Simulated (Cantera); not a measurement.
A freely propagating, adiabatic, planar premixed flame of CO : H2 : CH4 : O2 : N2 : CO2 = 1 : 0.21 : 0.41 : 1.7 : 6.38 : 0.36 (molar parts), unburnt at 500 K and 9.40 bar; mixture-averaged transport, grid criteria slope 0.08 and curve 0.16, no radiation.

Detailed kinetics in Cantera: GRI-Mech 3.0 (53 species, 325 reactions). Burning velocities carry a grid error of a few per cent, more on coarse grids.

Q: Predict: laminar burning velocity; thermal thickness; peak x(CH2); peak x(C2H2).

A: 
| Item | Result |
|---|---|
| laminar burning velocity | 40.0 cm/s |
| thermal thickness | 0.0741 mm |
| peak x(CH2) | 6.37e-6 |
| peak x(C2H2) | 4.31e-6 |
